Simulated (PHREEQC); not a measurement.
Consider water at 25 °C with 0.0037 mol Cu(BF4)2, 6.6e-05 mol H2SO4 and 0.048 mol NaCl per kg of water. Closed to the air; pH follows from the charge balance.

Equilibrium calculation in PHREEQC: ion-association model, wateq4f.dat.

```
quantity                      before    after
---------------------------  -------  -------
pH                              2.92     2.98
ionic strength (mol/kgw)      0.0599   0.0591
BF4- (mol/kgw)               0.00539  0.00485
Cu+2 (mol/kgw)               0.00342  0.00307
HF (mol/kgw)                 0.00322  0.00481
F- (mol/kgw)                 0.00229  0.00246
SI of CuF2:2H2O (CuF2:2H2O)    -3.73    -3.53
SI of Halite (NaCl)            -4.41    -4.47
```

Which change was made?
A. H2SO4 replaced by CaSO4 at the same molality
B. 0.041 mol/kgw HCl added
C. H2SO4 left out
D. temperature from 25 to 50 °C
E. Cu(BF4)2 from 0.0037 to 0.00037 mol/kgw

D, temperature from 25 to 50 °C

Precipitation was switched off in this run. Away from 25 °C the constants follow the database's enthalpies or fits; those with neither stay at their 25 °C values. Real BF4- forms and hydrolyses slowly; the run takes it at equilibrium.
